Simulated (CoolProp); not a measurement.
Dimethyl carbonate along the isotherm 422.2 K: density (kg/m³) from the reference equation and from simpler models built on Tc = 557.0 K, pc = 49.09 bar, ω = 0.346; each cubic takes its own stable root.

Computed with CoolProp (reference Helmholtz-energy equation of state, Zhou 2011).

```tsv
p (bar)	phase	reference	van der Waals	Redlich-Kwong	Soave-Redlich-Kwong	Peng-Robinson
18.9	liquid	888.0	518.9	744.0	789.9	894.7
37.8	liquid	892.7	530.7	753.9	796.6	901.3
56.6	liquid	897.0	540.4	762.8	802.8	907.5
75.5	liquid	901.3	548.8	771.0	808.6	913.3
94.4	liquid	905.3	556.1	778.5	814.1	918.7
113	liquid	909.2	562.5	785.4	819.2	923.8
132	liquid	913.0	568.4	791.9	824.2	928.8
151	liquid	916.6	573.8	798.1	828.8	933.5
170	liquid	920.2	578.8	803.9	833.3	938.0
189	liquid	923.6	583.3	809.3	837.6	942.2
208	liquid	926.9	587.6	814.5	841.6	946.3
227	liquid	930.2	591.5	819.4	845.5	950.3
245	liquid	933.2	595.0	823.8	849.0	953.8
```
